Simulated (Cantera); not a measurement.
Input: 1 mol Si₂Cl₆, 5.9 mol NH₃, 34 mol N₂.

Cantera equilibrium calculation (NASA polynomials, part measured and part estimated; ideal gas, pure solids and liquids). Candidate condensed phases: NH₄Cl, Si, Si₃N₄; 28 gas species. The feed counts by its element totals alone. The tables' values for SiCl₃ are old estimates. Kinetics and transport are ignored.

Stable condensed phases, one row left out:

```
T in K \ P in Pa
              5     26    140    710   3700  19000 100000
   2173       A      A      A      A      A      B      B
   2073       A      A      A      A      B      B      C
   1973       A      A      A      A      B      C      C
   1873       A      A      A      B      C      C      C
   1773       A      A      A      B      C      C      C
   1673       A      A      C      C      C      C      C
   1473       C      C      C      C      C      C      C
   1373       C      C      C      C      C      C      C
   1273       C      C      C      C      C      C      C
   1173       C      C      C      C      C      C      C
   1073       C      C      C      C      C      C      C
```

A: gas only; B: Si; C: Si₃N₄.

Question: Give the row for 1573 K.

Answer: 5: gas only; 26: Si₃N₄; 140: Si₃N₄; 710: Si₃N₄; 3700: Si₃N₄; 19000: Si₃N₄; 100000: Si₃N₄.
